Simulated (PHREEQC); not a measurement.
A solution holds 21 mmol/kgw CdCl2, 0.54 mmol/kgw Na2SO4 and 3.1 mmol/kgw H2SO4, at 25 °C. Closed to the air; pH follows from the charge balance.

The numbers come from PHREEQC with the ion-association model, wateq4f.dat.

Each row changes one thing in this solution. Precipitation was switched off in this run.

| case | pH | ionic strength (mol/kgw) | Cl- (mol/kgw) | SO4-2 (mol/kgw) | HSO4- (mol/kgw) |
|---|---|---|---|---|---|
| as made | 2.31 | 0.0442 | 0.0294 | 0.00199 | 0.000543 |
| CdCl2 from 0.021 to 0.105 mol/kgw | 2.33 | 0.134 | 0.107 | 0.00195 | 0.000399 |
| CdCl2 replaced by MnCl2 at the same molality | 2.32 | 0.0654 | ___ | 0.00195 | 0.000484 |
| CdCl2 from 0.021 to 0.0189 mol/kgw | 2.31 | ___ | 0.0269 | 0.00200 | 0.000554 |
| Na2SO4 from 0.00054 to 0.000486 mol/kgw | 2.31 | 0.0441 | 0.0294 | 0.00196 | 0.000535 |
| Na2SO4 left out | 2.31 | ___ | 0.0293 | 0.00169 | 0.000469 |
| 0.015 mol/kgw HF added | 2.20 | 0.0459 | 0.0295 | 0.00192 | 0.000670 |
| temperature from 25 to 60 °C | 2.35 | 0.0431 | 0.0290 | 0.00168 | 0.000961 |
| temperature from 25 to 15 °C | 2.31 | 0.0446 | 0.0295 | 0.00206 | 0.000466 |

Task: What belongs in the gaps?

Result: 
- CdCl2 replaced by MnCl2 at the same molality, Cl- (mol/kgw): 0.0406
- CdCl2 from 0.021 to 0.0189 mol/kgw, ionic strength (mol/kgw): 0.0413
- Na2SO4 left out, ionic strength (mol/kgw): 0.0432

wateq4f.dat counts part of the HF as a dimer, H2F2, which phreeqc.dat doesn't know; its constant is uncertain. At this temperature some constants are extrapolated from 25 °C, and those without enthalpy data are left unchanged.
